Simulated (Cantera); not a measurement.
Mixture: CH4 : O2 : N2 = 1 : 4.65 : 17.5 (molar parts), at 760 Torr, adiabatic and at constant pressure. Ignition delay is the time to a rise of 400 K.

Computed with Cantera and GRI-Mech 3.0 (53 species, 325 reactions).

Predict: delay at 1250 K; delay at 1400 K; delay at 1550 K; delay at 1700 K; delay at 1850 K; apparent activation energy between 1700 and 1850 K.


| Item | Result |
|---|---|
| delay at 1250 K | 14.6 ms |
| delay at 1400 K | 2.37 ms |
| delay at 1550 K | 0.579 ms |
| delay at 1700 K | 0.197 ms |
| delay at 1850 K | 83.5 µs |
| apparent activation energy between 1700 and 1850 K | 150 kJ/mol |
